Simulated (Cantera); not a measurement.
## Gas-phase reforming

A perfectly stirred reactor is fed with 27.4 % CH4, 60.3 % CO2, 12.3 % H2, at 11000 Pa; it is held at 1975 K, and followed from long to short residence time.

Cantera simulation using GRI-Mech 3.0 (53 species, 325 reactions); the numbers are that mechanism's predictions, not measurements.

```csv
τ (s),x CH4,x CO2,x H2,x CH2O,x C2H
7.3,0.000361,0.0611,0.280,3.72e-7,4.78e-9
2.4,0.00106,0.0621,0.278,1.05e-6,3.83e-8
0.76,0.00273,0.0657,0.272,2.80e-6,2.38e-7
0.25,0.00586,0.0771,0.255,6.84e-6,9.63e-7
0.079,0.0116,0.107,0.221,1.76e-5,2.64e-6
0.026,0.0225,0.167,0.189,4.26e-5,4.50e-6
0.0083,0.0489,0.272,0.187,8.44e-5,4.84e-6
0.0027,0.100,0.406,0.206,0.000132,3.43e-6
0.00086,0.173,0.521,0.189,0.000179,1.50e-6
```
x: mole fraction; the columns are a selection and need not sum to one.
